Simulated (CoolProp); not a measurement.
The fluid at 379.88 K and 14.6 MPa (supercritical) is heated at constant pressure to 395.8 K. The same conditions are run with several fluids, on thermodynamics alone (safety and materials aside).

Values from CoolProp's reference Helmholtz-energy equation of state of each fluid (carbonyl sulfide: Lemmon 2006; propylene: Lemmon 2013; R22: Kamei 1995; nitrous oxide: Lemmon 2006; R410A: Lemmon 2003). Blends and air are pseudo-pure fits.

Q: Rank carbonyl sulfide, propylene, R22, nitrous oxide, R410A by heat (kJ/kg), highest first.

A: propylene (48.4), R410A (31.7), nitrous oxide (30.7), carbonyl sulfide (26.3), R22 (22.9)

```
fluid             final density (kg/m³)
----------------  ---------------------
carbonyl sulfide                    730
propylene                           387
R22                                 880
nitrous oxide                       282
R410A                               678
```
